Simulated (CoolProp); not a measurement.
A simple Rankine cycle with toluene: condensing at 319.15 K, boiler at 2.47 MPa, turbine inlet 591.3 K, turbine efficiency 0.9, pump efficiency 0.8, no recuperator. Each further row changes one setting.

Computed with CoolProp (reference Helmholtz-energy equation of state, Lemmon 2006). It is a short technical equation, of lower accuracy than the large ones.

| case | thermal efficiency (%) | net work (kJ/kg) | heat in (kJ/kg) | turbine exit temperature (K) | volume ratio over the turbine |
|---|---|---|---|---|---|
| as stated | 25.9 | ? | 808 | 454.1 | 249 |
| turbine inlet 611.3 K | 25.7 | 221 | 857 | 475.6 | 240 |
| condensing temperature 311.15 K | 27.1 | ? | 822 | 446.4 | 352 |
| boiler pressure 1.73 MPa | 24.7 | 205 | 827 | 468.1 | 160 |
| turbine efficiency 0.8 | ? | 186 | 808 | 467.8 | ? |

### Question
What belongs in the gaps?

### Answer

- as stated, net work (kJ/kg): 210
- condensing temperature 311.15 K, net work (kJ/kg): 222
- turbine efficiency 0.8, thermal efficiency (%): 23.0
- turbine efficiency 0.8, volume ratio over the turbine: 257
